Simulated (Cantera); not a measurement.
Silicon oxide and oxynitride deposition: SiCl4 + O3

Charge: 1 mol SiCl4, 0.19 mol O3, held at 1223.15 K and 473 Torr.

Method: chemical equilibrium by Gibbs-energy minimisation in Cantera with the NASA 1993 tables (ideal gas, pure condensed phases). Candidate condensed phases: Si, SiO2; 15 gas species. The tables hold silica as quartz up to 1696 K and as liquid above; real silica turns to tridymite and cristobalite and melts near 1996 K. Kinetics and transport are ignored.

x(SiCl4): 0.555
x(Cl2): 0.440
x(Cl): 0.00501
n(SiO2(β-quartz)): 0.285 mol
gas amount: 1.288 mol
log10 activity of Si(s) (absent): -20.79
